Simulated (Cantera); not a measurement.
Cantera run:

```python
import numpy as np
import cantera as ct

gas_names = """
    Cu CuF CuF2 Cu2 F F2 H HF H2 H2F2 H3F3 H4F4 H5F5 H6F6 H7F7
""".split()
cond_names = """
    Cu(cr) Cu(L) CuF2(s) CuF2(L)
""".split()


def load(file, names, dense=False):
    # The tables refer to 1 bar. Condensed volumes are neglected.
    table = {s.name: s for s in ct.Species.list_from_file(file)}
    out = []
    for n in names:
        d = dict(table[n].input_data)
        d["thermo"] = dict(d["thermo"], **{"reference-pressure": 1e5})
        if dense:
            d["equation-of-state"] = {"model": "constant-volume", "density": "1e6 g/cm^3"}
        out.append(ct.Species.from_dict(d))
    return out


gas = ct.Solution(thermo="ideal-gas", species=load("nasa_gas.yaml", gas_names))
cond = {s.name: ct.Solution(thermo="fixed-stoichiometry", species=[s], name=s.name)
        for s in load("nasa_condensed.yaml", cond_names, dense=True)}
atoms = {
    'Cu': {'Cu': 1},
    'HF': {'H': 1, 'F': 1},
}
top_T = {}  # K; cautious upper limits of use, not melting points


def equilibrate(T, P, feed):
    n = {}
    for name, mol in feed.items():
        for a, k in atoms[name].items():
            n[a] = n.get(a, 0.0) + k * mol
    gas.TPX = T, P, n
    mass = sum(n.values()) * gas.mean_molecular_weight
    gas.equilibrate("TP")
    valid = [c for c in cond.values() if c.min_temp <= T <= top_T.get(c.name, c.max_temp)]
    mix = ct.Mixture([(gas, mass / gas.mean_molecular_weight)] + [(c, 0.0) for c in valid])
    mix.T, mix.P = T, P
    mix.equilibrate("TP", solver="vcs", rtol=1e-11, max_steps=5000)
    return mix


results = []
feed = {'Cu': 1, 'HF': 4.9}  # mol
T = 950  # K
P = 1000  # Pa
mix = equilibrate(T, P, feed)
results.append((T, P, feed, dict(zip(mix.species_names, mix.species_moles))))
print(gas.report(threshold=0.001))
for i in range(1, mix.n_phases):
    print(f"{mix.phase(i).name:16s} {mix.phase_moles(i):12.5e} mol")
```

It prints:

```
       temperature   950 K
          pressure   1000 Pa
           density   0.0025329 kg/m^3
  mean mol. weight   20.006 kg/kmol
   phase of matter   gas

                          1 kg             1 kmol
                     ---------------   ---------------
          enthalpy       -1.2666e+07       -2.5341e+08  J
   internal energy       -1.3061e+07       -2.6131e+08  J
           entropy             12297        2.4602e+05  J/K
    Gibbs function       -2.4349e+07       -4.8713e+08  J
 heat capacity c_p              1499             29991  J/K
 heat capacity c_v            1083.5             21676  J/K

                      mass frac. Y      mole frac. X     chem. pot. / RT
                     ---------------   ---------------   ---------------
                HF           0.99999                 1           -61.672
     [  +14 minor]        6.3368e-06          2.41e-06

Cu(cr)            9.99994e-01 mol
CuF2(s)           0.00000e+00 mol
```

Method: chemical equilibrium by Gibbs-energy minimisation in Cantera with the NASA 1993 tables (ideal gas, pure condensed phases).
